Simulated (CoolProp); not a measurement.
Propane along the isobar 6.08 MPa: fugacity coefficient from the reference equation and from simpler models built on Tc = 369.9 K, pc = 4.251 MPa, ω = 0.152; each cubic takes its own stable root.

Values from CoolProp's reference Helmholtz-energy equation of state, Lemmon 2009.

```json
[
 {"T (K)": "262.6", "phase": "liquid", "reference": "0.06342"},
 {"T (K)": "291.5", "phase": "liquid", "reference": "0.1375"},
 {"T (K)": "320.4", "phase": "liquid", "reference": "0.2482"},
 {"T (K)": "349.3", "phase": "liquid", "reference": "0.3898"},
 {"T (K)": "378.1", "phase": "supercritical", "reference": "0.5446"},
 {"T (K)": "407", "phase": "supercritical", "reference": "0.6648"},
 {"T (K)": "435.9", "phase": "supercritical", "reference": "0.7370"},
 {"T (K)": "464.8", "phase": "supercritical", "reference": "0.7895"},
 {"T (K)": "493.6", "phase": "supercritical", "reference": "0.8299"},
 {"T (K)": "522.5", "phase": "supercritical", "reference": "0.8621"}
]
```

Question: How far does each simpler model (van der Waals, Peng-Robinson) lie from the reference over these 10 states: mean and median of the absolute difference, and the worst?

Answer: 
- van der Waals: mean 34.5 %, median 4.3 %, worst +173.3 % at 262.6 K and 6.08 MPa
- Peng-Robinson: mean 2.2 %, median 2.2 %, worst -3.5 % at 407 K and 6.08 MPa
